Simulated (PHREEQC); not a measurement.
Solution (25 °C): 0.058 mol H2SO4, 0.0024 mol KNO3 and 0.018 mol CO2 per kg of water. Closed to the air; pH follows from the charge balance.

Model: ion-association model, phreeqc.dat, run in PHREEQC.

Each row changes one thing in this solution. No solid was allowed to form.

```tsv
case	pH	ionic strength (mol/kgw)	HSO4- (mol/kgw)	SO4-2 (mol/kgw)	K+ (mol/kgw)	KSO4- (mol/kgw)
as made	1.22	0.0902	0.0430	0.0149	0.00231	9.06e-5
diluted 10-fold with water	2.07	0.0133	0.00215	0.00364	0.000236	3.80e-6
H2SO4 from 0.058 to 0.0116 mol/kgw	1.81	0.0258	?	0.00589	0.00235	5.27e-5
H2SO4 from 0.058 to 0.0522 mol/kgw	1.26	0.0828	0.0380	?	0.00231	8.84e-5
diluted 2-fold with water	1.48	0.0507	?	0.0103	0.00116	3.77e-5
```

Fill in the missing entries.


- H2SO4 from 0.058 to 0.0116 mol/kgw, HSO4- (mol/kgw): 0.00566
- H2SO4 from 0.058 to 0.0522 mol/kgw, SO4-2 (mol/kgw): 0.0141
- diluted 2-fold with water, HSO4- (mol/kgw): 0.0187

Species that the database lacks are ignored.
